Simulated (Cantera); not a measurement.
An adiabatic, constant-volume homogeneous reactor starts with CH4 : O2 : N2 = 1 : 1.54 : 5.78 (molar parts), equivalence ratio 1.3, at 1798 K and 26.0 bar.

Detailed kinetics in Cantera: GRI-Mech 3.0 (53 species, 325 reactions). The pressure lies above the range GRI-Mech 3.0 was tuned for (to about 10 atm). Above 3000 K some thermodynamic fits are extrapolated.

x: mole fraction; the columns are a selection and need not sum to one.

```
t (s)     T (K)  P (bar)     x CH4     x O2       x H    x CH2O       x HO2
--------  -----  -------  --------  -------  --------  --------  ----------
1.00e-6    1797     26.0     0.120    0.185   9.40e-7   8.14e-5  (withheld)
2.63e-6    1802     26.1     0.118    0.184   3.43e-6  0.000708  (withheld)
6.92e-6    2036     29.9    0.0772    0.151  0.000166   0.00485  (withheld)
1.82e-5    3345     52.4  3.22e-11  0.00383    0.0122   7.65e-8     1.26e-5
4.79e-5    3342     52.3  3.27e-11  0.00374    0.0122   7.69e-8     1.23e-5
0.000126   3342     52.3  3.27e-11  0.00374    0.0122   7.69e-8     1.23e-5
0.000331   3342     52.3  3.27e-11  0.00374    0.0122   7.69e-8     1.23e-5
0.000872   3342     52.3  3.27e-11  0.00374    0.0122   7.69e-8     1.23e-5
0.00229    3342     52.3  3.27e-11  0.00374    0.0122   7.69e-8     1.23e-5
0.00603    3342     52.3  3.27e-11  0.00374    0.0122   7.69e-8     1.23e-5
0.0159     3342     52.3  3.27e-11  0.00374    0.0122   7.69e-8     1.23e-5
0.0418     3342     52.3  3.27e-11  0.00374    0.0122   7.69e-8     1.23e-5
0.110      3342     52.3  3.27e-11  0.00374    0.0122   7.69e-8     1.23e-5
0.289      3342     52.3  3.27e-11  0.00374    0.0122   7.69e-8     1.23e-5
0.760      3342     52.3  3.27e-11  0.00374    0.0122   7.69e-8     1.23e-5
2.00       3342     52.3  3.27e-11  0.00374    0.0122   7.69e-8     1.23e-5
```

**Question.** Fill in the missing entries.

**Answer.** 
- 1.00e-6, x HO2: 2.90e-5
- 2.63e-6, x HO2: 6.52e-5
- 6.92e-6, x HO2: 0.000491
